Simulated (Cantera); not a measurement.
Cantera run, input and output.

```python
import numpy as np
import cantera as ct

gas = ct.Solution("gri30.yaml")
gas.TPX = 1325, 1900, {'N2O': 1}
reactor = ct.IdealGasConstPressureReactor(gas, energy="off", clone=False)
net = ct.ReactorNet([reactor])
net.rtol, net.atol = 1e-08, 1e-18
show = ['N2O', 'N2', 'NO', 'NO2', 'O', 'O2']
times = np.geomspace(3e-06, 4, 9)

steps = ct.SolutionArray(gas, extra=["t"])
rows = []
print(f"{'t/s':>10s}{'T/K':>9s}{'P/Pa':>11s}" + "".join(f"{s:>11s}" for s in show))
for t in times:
    while net.time < t:
        t_next = net.step()
        steps.append(gas.state, t=t_next)
    rows.append([np.interp(t, steps.t, y) for y in (steps.T, steps.P, *steps(*show).X.T)])
    print(f"{t:10.3e}{rows[-1][0]:9.1f}{rows[-1][1]:11.4g}" + "".join(f"{x:11.3e}" for x in rows[-1][2:]))
rate = np.gradient(steps.T, steps.t)
print("integrator steps:", len(steps.t))
if steps.T.max() > steps.T[0] + 200:
    print(f"time of steepest temperature rise: {steps.t[rate.argmax()]:.4e} s")
gas.TPX = 1325, 1900, {'N2O': 1}
gas.equilibrate("TP")
print(f"equilibrium (TP): T = {gas.T:.1f} K  " + "  ".join(f"{s} {gas[s].X[0]:.3e}" for s in show))
```

Result:

```
       t/s      T/K       P/Pa        N2O         N2         NO        NO2          O         O2
 3.000e-06   1325.0       1900  1.000e+00  1.506e-07  3.410e-10  4.847e-21  1.487e-07  8.930e-10
 1.749e-05   1325.0       1900  1.000e+00  9.024e-07  1.130e-08  5.288e-18  8.375e-07  2.960e-08
 1.019e-04   1325.0       1900  1.000e+00  5.972e-06  3.378e-07  4.698e-15  4.034e-06  8.845e-07
 5.943e-04   1325.0       1900  9.999e-01  4.625e-05  6.335e-06  1.648e-12  9.900e-06  1.659e-05
 3.464e-03   1325.0       1900  9.995e-01  3.091e-04  5.204e-05  1.104e-10  1.053e-05  1.363e-04
 2.019e-02   1325.0       1900  9.970e-01  1.841e-03  3.191e-04  3.991e-09  1.053e-05  8.357e-04
 1.177e-01   1325.0       1900  9.826e-01  1.067e-02  1.858e-03  1.094e-07  1.053e-05  4.867e-03
 6.862e-01   1325.0       1900  9.039e-01  5.893e-02  1.027e-02  1.518e-06  1.052e-05  2.689e-02
 4.000e+00   1325.0       1900  5.763e-01  2.598e-01  4.524e-02  1.023e-05  1.049e-05  1.186e-01
integrator steps: 611
equilibrium (TP): T = 1325.0 K  N2O 4.490e-09  N2 6.664e-01  NO 5.407e-04  NO2 9.180e-07  O 1.161e-06  O2 3.331e-01
```

Model: GRI-Mech 3.0 (53 species, 325 reactions), integrated in Cantera. GRI-Mech 3.0 was tuned for natural gas; its chemistry of N2O as a main component is partial and can be far from experiment. Radical loss at walls, strong at low pressure, is not modelled. The mechanism lacks the step 2 NO + O2 → 2 NO2, which can matter for NO2 below about 1400 K. The temperature is held fixed by assumption; the heat of reaction is taken as removed at once.
